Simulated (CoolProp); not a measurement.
Vapour-liquid equilibrium of dimethyl carbonate (1) + n-nonane (2) at 0.0252 MPa; x and y are mole fractions of (1).

The numbers come from the multi-fluid Helmholtz-energy mixture model, Zhou 2011 and Lemmon 2006; pair parameters Bell 2016 in CoolProp.

| x | bubble temperature, mixture model (K) | bubble temperature, Raoult's law (K) | y, mixture model | y, Raoult's law |
|---|---|---|---|---|
| 0.05 | 359.7 | 371.3 | 0.518 | 0.258 |
| 0.15 | 340.6 | 360.7 | 0.804 | 0.556 |
| 0.25 | 332.5 | 352.9 | 0.876 | 0.714 |
| 0.35 | 328.9 | 346.8 | ? | 0.809 |
| 0.45 | ? | 341.9 | 0.913 | 0.870 |
| 0.55 | 326.9 | 337.8 | 0.916 | 0.912 |
| 0.65 | 326.7 | 334.3 | 0.918 | 0.942 |
| 0.75 | 326.5 | 331.2 | 0.922 | 0.964 |
| 0.85 | 326.0 | 328.5 | 0.934 | 0.981 |
| 0.95 | ? | 326.2 | 0.966 | 0.994 |

Complete the blanks.


- 0.35, y, mixture model: 0.902
- 0.45, bubble temperature, mixture model (K): 327.4
- 0.95, bubble temperature, mixture model (K): 325.3

The largest gap from Raoult's law is -20.4 K in bubble temperature, at x = 0.25. No azeotrope shows between x = 0.05 and 0.95.

The pair parameters rest on a limited set of measurements; away from them the model extrapolates. With so large a gap from Raoult's law the liquid may split in two, which this calculation doesn't test in full.
